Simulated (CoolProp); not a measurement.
Vapour-liquid equilibrium of carbonyl sulfide (1) + propane (2) at -94.25 °C; x and y are mole fractions of (1).

Values from CoolProp's multi-fluid Helmholtz-energy mixture model, Lemmon 2006 and Lemmon 2009; pair parameters Bell 2016.

```tsv
x	bubble pressure, mixture model (MPa)	bubble pressure, Raoult's law (MPa)	y, mixture model	y, Raoult's law
0.05	0.004878	0.004783	…	0.077
0.125	0.005170	0.004985	0.208	0.184
0.2	0.005418	0.005187	0.302	0.283
0.275	…	0.005390	…	0.375
0.35	0.005831	0.005592	0.460	0.460
0.425	0.006014	0.005794	0.531	0.539
0.5	0.006187	0.005996	0.598	0.612
0.575	0.006355	0.006198	…	0.681
0.65	0.006522	0.006400	0.729	0.746
0.725	0.006689	0.006602	0.792	0.806
0.8	0.006861	0.006804	0.853	0.863
0.875	…	0.007007	0.911	0.917
0.95	0.007219	0.007209	0.966	0.968
```

Problem. Complete the blanks.

Solution. 
- 0.05, y, mixture model: 0.093
- 0.275, bubble pressure, mixture model (MPa): 0.005635
- 0.275, y, mixture model: 0.385
- 0.575, y, mixture model: 0.664
- 0.875, bubble pressure, mixture model (MPa): 0.007037

The largest gap from Raoult's law is +4.5 % in bubble pressure, at x = 0.275. No azeotrope shows between x = 0.05 and 0.95.

The pair parameters rest on a limited set of measurements; away from them the model extrapolates.
